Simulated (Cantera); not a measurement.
A Cantera script and what it prints.

```python
import numpy as np
import cantera as ct

gas_names = [...]  # 154 gases of nasa_gas.yaml made of C, Fe, H, N, O, S
cond_names = """
    C(gr) C6H6(L) C7H8(L) C8H18(L),n-octa Fe(a) Fe(c) Fe(d) Fe(L) FeC5O5(L) FeO(s) FeO(L) Fe(OH)2(s)
    Fe(OH)3(s) FeS(a) FeS(b) FeS(c) FeS(L) FeSO4(s) FeS2(s) Fe2O3(s) Fe2S3O12(s) Fe3O4(s) H2O(s) H2O(L)
    H2SO4(L) S(cr1) S(cr2) S(L)
""".split()


# ... load() reads the species with a 1 bar reference pressure and builds the phases ...
atoms = {
    'Fe': {'Fe': 1},
    'CO2': {'C': 1, 'O': 2},
    'N2': {'N': 2},
    'H2S': {'H': 2, 'S': 1},
}
top_T = {'C(gr)': 4500, 'FeSO4(s)': 950, 'FeS2(s)': 1010, 'Fe2O3(s)': 1830, 'Fe2S3O12(s)': 1100, 'Fe3O4(s)': 1870}  # K; cautious upper limits of use, not melting points


# ... equilibrate(T, P, feed) seeds the gas with the atoms and calls Mixture.equilibrate('TP', solver="vcs", rtol=1e-11, max_steps=5000) ...
results = []
feed = {'Fe': 1, 'CO2': 9.9, 'N2': 4.1, 'H2S': 0.005}  # mol
T = 1375  # K
P = 100000  # Pa
mix = equilibrate(T, P, feed)
results.append((T, P, feed, dict(zip(mix.species_names, mix.species_moles))))
x = sorted(zip(gas.X, gas.species_names), reverse=True)
print(f"T = {T:g} K  P = {P:g} Pa  gas = {mix.phase_moles(0):.4g} mol")
print("   x: " + "  ".join(f"{s} {v:.3e}" for v, s in x if v > 0.0001))
print("   condensed (mol): " + ("  ".join(f"{mix.phase(i).name} {mix.phase_moles(i):.4g}"
      for i in range(1, mix.n_phases) if mix.phase_moles(i) > 1e-12) or "none"))
```

Result:

```
T = 1375 K  P = 100000 Pa  gas = 14.01 mol
   x: CO2 6.343e-01  N2 2.927e-01  CO 7.236e-02  H2O 3.380e-04  SO2 3.296e-04
   condensed (mol): FeO(s) 1
```

Method: chemical equilibrium by Gibbs-energy minimisation in Cantera with the NASA 1993 tables (ideal gas, pure condensed phases). The tables' stoichiometric FeO is somewhat more stable than real wüstite, so its field is too wide. FeO: taken at fixed stoichiometry.
